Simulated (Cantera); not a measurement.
Hydrocarbon pyrolysis for carbon deposition

A perfectly stirred reactor is fed with C₂H₆ : N₂ = 1 : 4.2 (molar parts), at 0.000967 atm; it is held at 1423 K, and followed from long to short residence time.

Detailed kinetics in Cantera: GRI-Mech 3.0 (53 species, 325 reactions). GRI-Mech 3.0 stops at C3 and has no aromatics, soot or wall deposition, so with more carbon than oxygen in the feed, carbon stays in small species such as C2H2 where larger ones or solid carbon would form. Radical loss at walls, strong at low pressure, is not modelled.

```tsv
τ (s)	x C₂H₆	x HCN	x C₂H	x CH₃	x C₂H₄
0.57	0.0115	1.60e-7	1.75e-7	0.00464	0.0368
0.33	0.0188	1.29e-7	1.59e-7	0.00590	0.0468
0.19	0.0305	1.02e-7	1.33e-7	0.00742	0.0555
0.11	0.0480	7.92e-8	9.92e-8	0.00900	0.0600
0.061	0.0749	5.78e-8	6.11e-8	0.0103	0.0572
0.035	0.106	4.06e-8	3.17e-8	0.0106	0.0461
0.020	0.139	2.61e-8	1.28e-8	0.00946	0.0300
0.011	0.166	1.39e-8	3.52e-9	0.00698	0.0146
0.0064	0.180	6.29e-9	7.58e-10	0.00466	0.00604
0.0037	0.187	1.91e-9	8.43e-11	0.00293	0.00201
```
x: mole fraction; the columns are a selection and need not sum to one.
